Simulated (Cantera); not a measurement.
Tantalum, niobium, vanadium and zirconium in process gases: Ta + H2O

Input: 1 mol Ta, 4 mol H2O, at 1150 K and 0.133 bar.

Method: chemical equilibrium by Gibbs-energy minimisation in Cantera with the NASA 1993 tables (ideal gas, pure condensed phases). Candidate condensed phases: H2O, Ta, Ta2O5; 12 gas species. Kinetics and transport are ignored.

| Item | Value |
|---|---|
| x(H2) | 0.625 |
| x(H2O) | 0.375 |
| n(Ta2O5(s)) | 0.500 mol |
| gas amount | 4.000 mol |
| log10 activity of Ta(s) (absent) | -13.57 |
